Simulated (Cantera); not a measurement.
An isothermal, constant-pressure homogeneous reactor starts with 75.8 % CH₄, 24.2 % H₂O, at 2125 K and 28000 Pa.

Cantera simulation using GRI-Mech 3.0 (53 species, 325 reactions); the numbers are that mechanism's predictions, not measurements. GRI-Mech 3.0 stops at C3 and has no aromatics, soot or wall deposition, so with more carbon than oxygen in the feed, carbon stays in small species such as C2H2 where larger ones or solid carbon would form.

One state of this run: x CH₄ = 0.0242; x H₂O = 0.120; x C₂H₆ = 9.86e-6; x C₂H₂ = 0.193; x OH = 0.000105; x O₂ = 1.36e-8. x: mole fraction; the columns are a selection and need not sum to one.

Task: Which value of t (s) does it belong to?
A. 0.00794
B. 0.000100
C. 0.00266
D. 0.000891

Result: D, 0.000891
